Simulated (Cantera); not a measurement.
What does this Cantera script print?

```python
import numpy as np
import cantera as ct

gas = ct.Solution("gri30.yaml")
gas.TPX = 400, 180000, {'CH4': 1, 'O2': 2, 'N2': 7.52, 'CO2': 0.26, 'H2': 0.012}
inlet = ct.Reservoir(gas, clone=True)
gas.equilibrate("HP")  # start burning
reactor = ct.IdealGasConstPressureReactor(gas, energy="on", clone=False)
exhaust = ct.Reservoir(gas, clone=True)
tau = [0.093, 0.042, 0.019, 0.0087, 0.004, 0.0018, 0.00082, 0.00037, 0.00017, 7.7e-05, 3.5e-05, 1.6e-05, 7.3e-06][0]
for a, b in ((inlet, reactor), (reactor, exhaust)):
    ct.MassFlowController(a, b, mdot=lambda t: reactor.mass / tau)
net = ct.ReactorNet([reactor])
show = ['CH4', 'O2', 'CO2', 'H2O2', 'HCN', 'OH', 'HO2']

rows = []
print(f"{'tau/s':>10s}{'T/K':>9s}" + "".join(f"{s:>11s}" for s in show))
for tau in [0.093, 0.042, 0.019, 0.0087, 0.004, 0.0018, 0.00082, 0.00037, 0.00017, 7.7e-05, 3.5e-05, 1.6e-05, 7.3e-06]:
    net.initial_time = 0.0
    net.advance(30 * tau)
    before = gas.X
    net.advance(40 * tau)
    drift = np.max(np.abs(gas.X - before) / (gas.X + 1e-9))
    rows.append([gas.T, *gas[show].X, drift])
    print(f"{tau:10.3e}{gas.T:9.1f}" + "".join(f"{x:11.3e}" for x in gas[show].X))
```

Output:

```
     tau/s      T/K        CH4         O2        CO2       H2O2        HCN         OH        HO2
 9.300e-02   2231.7  3.162e-06  5.276e-03  1.052e-01  7.270e-08  3.354e-07  2.939e-03  7.469e-07
 4.200e-02   2221.7  6.100e-06  5.979e-03  1.041e-01  8.256e-08  4.693e-07  3.212e-03  9.023e-07
 1.900e-02   2205.0  1.120e-05  7.007e-03  1.024e-01  9.832e-08  6.170e-07  3.620e-03  1.175e-06
 8.700e-03   2180.9  1.968e-05  8.395e-03  1.001e-01  1.219e-07  7.795e-07  4.162e-03  1.634e-06
 4.000e-03   2148.6  3.399e-05  1.016e-02  9.715e-02  1.555e-07  9.615e-07  4.815e-03  2.390e-06
 1.800e-03   2106.8  6.005e-05  1.238e-02  9.351e-02  2.037e-07  1.175e-06  5.541e-03  3.639e-06
 8.200e-04   2057.1  1.081e-04  1.495e-02  8.942e-02  2.681e-07  1.427e-06  6.208e-03  5.549e-06
 3.700e-04   1998.8  2.062e-04  1.803e-02  8.477e-02  3.560e-07  1.761e-06  6.688e-03  8.487e-06
 1.700e-04   1933.7  4.215e-04  2.186e-02  7.932e-02  4.711e-07  2.265e-06  6.758e-03  1.305e-05
 7.700e-05   1852.0  1.063e-03  2.828e-02  7.092e-02  6.301e-07  3.307e-06  5.908e-03  2.289e-05
 3.500e-05    400.0  9.266e-02  1.853e-01  2.409e-02 -7.799e-20 -5.037e-20 -3.427e-25 -7.237e-19
 1.600e-05    400.0  9.266e-02  1.853e-01  2.409e-02 -6.226e-23 -4.021e-23 -2.574e-28 -5.778e-22
 7.300e-06    400.0  9.266e-02  1.853e-01  2.409e-02 -3.933e-24 -2.540e-24 -1.617e-29 -3.650e-23
```

Cantera simulation using GRI-Mech 3.0 (53 species, 325 reactions); the numbers are that mechanism's predictions, not measurements.
